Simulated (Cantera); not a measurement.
Standard-state values (1 bar) from the NASA 1993 polynomials, evaluated with Cantera. Values are per mole of reaction as written; species without (g) are pure solids or liquids, kept so even where they would boil at 1 bar. ZrN: taken at fixed stoichiometry.

### Question
Between 498 and 1498 K, where is each reaction favourable under standard conditions?
- 3 ZrO₂(g) + 4 N₂O(g) ⇌ 3 ZrN + 5 NO₂(g)

### Answer
- 3 ZrO₂(g) + 4 N₂O(g) ⇌ 3 ZrN + 5 NO₂(g): ΔG° is -202 kJ at 498 K and 154 kJ at 1498 K; it changes sign between 998 and 1098 K. ΔH° is -356 kJ and ΔS° -341 J/K at 1498 K.
